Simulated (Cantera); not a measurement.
Input (Python, Cantera):

```python
import numpy as np
import cantera as ct

gas = ct.Solution("h2o2.yaml")
gas.TPX = 1275, 1200, {'H2': 0.08, 'O2': 1, 'N2': 1.6}
reactor = ct.IdealGasConstPressureReactor(gas, energy="off", clone=False)
net = ct.ReactorNet([reactor])
net.rtol, net.atol = 1e-08, 1e-18
show = ['H2', 'O2', 'HO2', 'H', 'H2O']
times = np.geomspace(0.0007, 200, 14)

steps = ct.SolutionArray(gas, extra=["t"])
rows = []
print(f"{'t/s':>10s}{'T/K':>9s}{'P/Pa':>11s}" + "".join(f"{s:>11s}" for s in show))
for t in times:
    while net.time < t:
        t_next = net.step()
        steps.append(gas.state, t=t_next)
    rows.append([np.interp(t, steps.t, y) for y in (steps.T, steps.P, *steps(*show).X.T)])
    print(f"{t:10.3e}{rows[-1][0]:9.1f}{rows[-1][1]:11.4g}" + "".join(f"{x:11.3e}" for x in rows[-1][2:]))
rate = np.gradient(steps.T, steps.t)
print("integrator steps:", len(steps.t))
if steps.T.max() > steps.T[0] + 200:
    print(f"time of steepest temperature rise: {steps.t[rate.argmax()]:.4e} s")
gas.TPX = 1275, 1200, {'H2': 0.08, 'O2': 1, 'N2': 1.6}
gas.equilibrate("TP")
print(f"equilibrium (TP): T = {gas.T:.1f} K  " + "  ".join(f"{s} {gas[s].X[0]:.3e}" for s in show))
```

It prints:

```
       t/s      T/K       P/Pa         H2         O2        HO2          H        H2O
 7.000e-04   1275.0       1200  2.985e-02  3.731e-01  2.460e-08  4.917e-08  1.018e-07
 1.840e-03   1275.0       1200  2.983e-02  3.731e-01  8.359e-08  5.202e-06  1.371e-05
 4.836e-03   1275.0       1200  2.292e-03  3.525e-01  1.159e-06  6.681e-03  2.252e-02
 1.271e-02   1275.0       1200  6.625e-04  3.506e-01  1.033e-06  5.158e-03  2.546e-02
 3.341e-02   1275.0       1200  5.842e-04  3.523e-01  1.007e-06  4.168e-03  2.617e-02
 8.781e-02   1275.0       1200  4.230e-04  3.556e-01  9.303e-07  2.461e-03  2.746e-02
 2.308e-01   1275.0       1200  2.013e-04  3.598e-01  7.305e-07  7.709e-04  2.895e-02
 6.066e-01   1275.0       1200  5.404e-05  3.625e-01  3.982e-07  1.046e-04  2.983e-02
 1.594e+00   1275.0       1200  1.016e-05  3.634e-01  1.369e-07  8.482e-06  3.013e-02
 4.191e+00   1275.0       1200  1.906e-06  3.636e-01  3.687e-08  6.910e-07  3.023e-02
 1.101e+01   1275.0       1200  4.258e-07  3.636e-01  1.134e-08  7.323e-08  3.027e-02
 2.895e+01   1275.0       1200  1.162e-07  3.636e-01  6.389e-09  1.048e-08  3.029e-02
 7.609e+01   1275.0       1200  4.141e-08  3.636e-01  6.958e-09  2.235e-09  3.029e-02
 2.000e+02   1275.0       1200  2.629e-08  3.636e-01  8.001e-09  1.133e-09  3.030e-02
integrator steps: 2141
equilibrium (TP): T = 1275.0 K  H2 2.549e-08  O2 3.636e-01  HO2 8.087e-09  H 1.081e-09  H2O 3.030e-02
```

Cantera simulation using the H2/O2 subset of GRI-Mech 3.0, which has no nitrogen chemistry; the numbers are that mechanism's predictions, not measurements. Radical loss at walls, strong at low pressure, is not modelled.
